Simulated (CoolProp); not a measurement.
Vapour-liquid equilibrium of cyclohexane (1) + ethylbenzene (2) at 393.6 K; x and y are mole fractions of (1).

Values from CoolProp's multi-fluid Helmholtz-energy mixture model, Zhou 2014 and Zhou 2012; pair parameters Bell 2016.

```json
[
 {"x": "0.05", "bubble pressure (bar)": "0.7866", "y at the bubble point": "0.208", "dew pressure at overall composition x (bar)": "0.6795", "liquid density (mol/L)": "7.342"},
 {"x": "0.15", "bubble pressure (bar)": "[?]", "y at the bubble point": "0.463", "dew pressure at overall composition x (bar)": "0.7437", "liquid density (mol/L)": "7.412"},
 {"x": "0.25", "bubble pressure (bar)": "1.310", "y at the bubble point": "0.612", "dew pressure at overall composition x (bar)": "0.8211", "liquid density (mol/L)": "7.483"},
 {"x": "0.35", "bubble pressure (bar)": "1.553", "y at the bubble point": "0.710", "dew pressure at overall composition x (bar)": "[?]", "liquid density (mol/L)": "7.553"},
 {"x": "0.45", "bubble pressure (bar)": "[?]", "y at the bubble point": "0.780", "dew pressure at overall composition x (bar)": "1.036", "liquid density (mol/L)": "7.624"},
 {"x": "0.55", "bubble pressure (bar)": "1.998", "y at the bubble point": "0.834", "dew pressure at overall composition x (bar)": "1.190", "liquid density (mol/L)": "7.697"},
 {"x": "0.65", "bubble pressure (bar)": "2.205", "y at the bubble point": "0.877", "dew pressure at overall composition x (bar)": "1.394", "liquid density (mol/L)": "7.770"},
 {"x": "0.75", "bubble pressure (bar)": "[?]", "y at the bubble point": "[?]", "dew pressure at overall composition x (bar)": "[?]", "liquid density (mol/L)": "7.846"},
 {"x": "0.85", "bubble pressure (bar)": "2.605", "y at the bubble point": "0.950", "dew pressure at overall composition x (bar)": "2.072", "liquid density (mol/L)": "[?]"},
 {"x": "0.95", "bubble pressure (bar)": "2.809", "y at the bubble point": "[?]", "dew pressure at overall composition x (bar)": "2.607", "liquid density (mol/L)": "8.008"}
]
```

Fill in the missing entries.


- 0.15, bubble pressure (bar): 1.053
- 0.35, dew pressure at overall composition x (bar): 0.9162
- 0.45, bubble pressure (bar): 1.782
- 0.75, bubble pressure (bar): 2.406
- 0.75, y at the bubble point: 0.915
- 0.75, dew pressure at overall composition x (bar): 1.676
- 0.85, liquid density (mol/L): 7.925
- 0.95, y at the bubble point: 0.983

No azeotrope shows between x = 0.05 and 0.95.

The pair parameters rest on a limited set of measurements; away from them the model extrapolates.
